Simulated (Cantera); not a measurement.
An adiabatic, constant-volume homogeneous reactor starts with CH4 : CO : O2 : N2 = 1 : 0.032 : 1.26 : 15.1 (molar parts), at 1250 K and 3750 Torr. Integrator tolerance rtol = 1e-08.

Model: GRI-Mech 3.0 (53 species, 325 reactions), integrated in Cantera.

### Question
What does this change do: O2 1.26 to 0.87 parts?

### Answer
```tsv
quantity	before	after
time of steepest temperature rise	22.7 ms	44.5 ms
temperature at 3.00 s	2070 K	1710 K
equilibrium temperature	2070 K	1709 K
x(CH4) at 3.00 s	8.79e-11 (gas-phase equilibrium 9.88e-11)	0.000152 (gas-phase equilibrium 1.64e-8)
x(CO) at 3.00 s	0.0422 (gas-phase equilibrium 0.0422)	0.0501 (gas-phase equilibrium 0.0503)
x(O2) at 3.00 s	7.68e-8 (gas-phase equilibrium 7.68e-8)	1.42e-11 (gas-phase equilibrium 1.38e-11)
x(C2H2) at 3.00 s	<1e-12 (gas-phase equilibrium <1e-12)	1.74e-5 (gas-phase equilibrium <1e-12)
x(H2O) at 3.00 s	0.0691 (gas-phase equilibrium 0.0691)	0.0344 (gas-phase equilibrium 0.0342)
```
